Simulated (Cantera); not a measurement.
Cantera run, input and output.

```python
import numpy as np
import cantera as ct

gas = ct.Solution("gri30.yaml")
gas.TPX = 1525, 2666, {'C3H8': 6.9, 'H2': 1.5}
reactor = ct.IdealGasConstPressureReactor(gas, energy="off", clone=False)
net = ct.ReactorNet([reactor])
net.rtol, net.atol = 1e-08, 1e-18
show = ['C3H8', 'H2', 'CH3', 'C2H', 'H', 'CH2']
times = np.geomspace(2e-05, 4, 15)

steps = ct.SolutionArray(gas, extra=["t"])
rows = []
print(f"{'t/s':>10s}{'T/K':>9s}{'P/Pa':>11s}" + "".join(f"{s:>11s}" for s in show))
for t in times:
    while net.time < t:
        t_next = net.step()
        steps.append(gas.state, t=t_next)
    rows.append([np.interp(t, steps.t, y) for y in (steps.T, steps.P, *steps(*show).X.T)])
    print(f"{t:10.3e}{rows[-1][0]:9.1f}{rows[-1][1]:11.4g}" + "".join(f"{x:11.3e}" for x in rows[-1][2:]))
rate = np.gradient(steps.T, steps.t)
print("integrator steps:", len(steps.t))
if steps.T.max() > steps.T[0] + 200:
    print(f"time of steepest temperature rise: {steps.t[rate.argmax()]:.4e} s")
gas.TPX = 1525, 2666, {'C3H8': 6.9, 'H2': 1.5}
gas.equilibrate("TP")
print(f"equilibrium (TP): T = {gas.T:.1f} K  " + "  ".join(f"{s} {gas[s].X[0]:.3e}" for s in show))
```

It prints:

```
       t/s      T/K       P/Pa       C3H8         H2        CH3        C2H          H        CH2
 2.000e-05   1525.0       2666  8.040e-01  1.782e-01  7.847e-03  1.032e-13  6.187e-05  1.022e-06
 4.783e-05   1525.0       2666  7.671e-01  1.792e-01  2.091e-02  1.217e-11  1.238e-04  7.020e-06
 1.144e-04   1525.0       2666  6.509e-01  1.855e-01  4.254e-02  9.937e-10  2.551e-04  1.664e-05
 2.735e-04   1525.0       2666  3.867e-01  2.107e-01  4.824e-02  2.621e-08  4.413e-04  1.908e-05
 6.540e-04   1525.0       2666  1.068e-01  2.518e-01  2.946e-02  1.807e-07  6.073e-04  1.151e-05
 1.564e-03   1525.0       2666  7.302e-03  3.064e-01  9.418e-03  3.629e-07  5.171e-04  3.408e-06
 3.740e-03   1525.0       2666  1.658e-04  3.563e-01  2.706e-03  2.125e-07  2.206e-04  6.896e-07
 8.944e-03   1525.0       2666  1.374e-06  3.903e-01  1.060e-03  1.109e-07  9.954e-05  1.615e-07
 2.139e-02   1525.0       2666  5.924e-08  4.178e-01  4.824e-04  6.146e-08  5.020e-05  4.179e-08
 5.115e-02   1525.0       2666  1.654e-08  4.443e-01  3.075e-04  4.663e-08  3.533e-05  1.883e-08
 1.223e-01   1525.0       2666  1.108e-08  4.738e-01  3.170e-04  5.763e-08  4.086e-05  2.079e-08
 2.925e-01   1525.0       2666  1.122e-08  4.948e-01  3.716e-04  7.685e-08  5.297e-05  2.938e-08
 6.995e-01   1525.0       2666  9.585e-09  5.080e-01  3.578e-04  8.153e-08  5.702e-05  2.966e-08
 1.673e+00   1525.0       2666  6.230e-09  5.310e-01  3.110e-04  8.624e-08  6.229e-05  2.717e-08
 4.000e+00   1525.0       2666  2.652e-09  5.663e-01  2.350e-04  9.641e-08  7.294e-05  2.296e-08
integrator steps: 1337
equilibrium (TP): T = 1525.0 K  C3H8 1.309e-11  H2 6.392e-01  CH3 1.946e-05  C2H 1.415e-07  H 1.166e-04  CH2 3.036e-09
```

Cantera simulation using GRI-Mech 3.0 (53 species, 325 reactions); the numbers are that mechanism's predictions, not measurements. GRI-Mech 3.0 was tuned for natural gas; its chemistry of propane as a main component is partial and can be far from experiment. GRI-Mech 3.0 stops at C3 and has no aromatics, soot or wall deposition, so with more carbon than oxygen in the feed, carbon stays in small species such as C2H2 where larger ones or solid carbon would form. Radical loss at walls, strong at low pressure, is not modelled.
